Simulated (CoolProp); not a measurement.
Saturated liquid density (kg/m³) of CH2F2 (R32): the reference equation beside estimates from Tc = 78.1 °C, pc = 57.83 bar, ω = 0.277.

Computed with CoolProp (reference Helmholtz-energy equation of state, Tillner-Roth 1997).

```
T (°C)  reference  van der Waals  Redlich-Kwong  Soave-Redlich-Kwong  Peng-Robinson
------  ---------  -------------  -------------  -------------------  -------------
-19.05       1118          575.7          830.6                869.6          985.2
-10.65       1091          562.5          807.0                846.8          960.1
-2.15        1063          548.5          781.9                822.1          932.6
6.35         1033          533.6          755.1                795.5          902.8
14.75        1002          518.0          726.9                767.0          870.6
23.25       968.2          501.0          696.2                735.6          834.9
31.75       931.9          482.5          663.0                701.0          795.3
40.25       891.8          462.2          626.7                662.5          750.9
48.65       847.1          439.8          586.7                619.4          700.8
57.15       793.8          413.5          540.3                568.8          641.4
```

Absolute difference from the reference over all 10 rows, mean and median: van der Waals 48.3 and 48.3 %, Redlich-Kwong 28.2 and 27.8 %, Soave-Redlich-Kwong 24.3 and 23.7 %, Peng-Robinson 14.3 and 13.4 %.
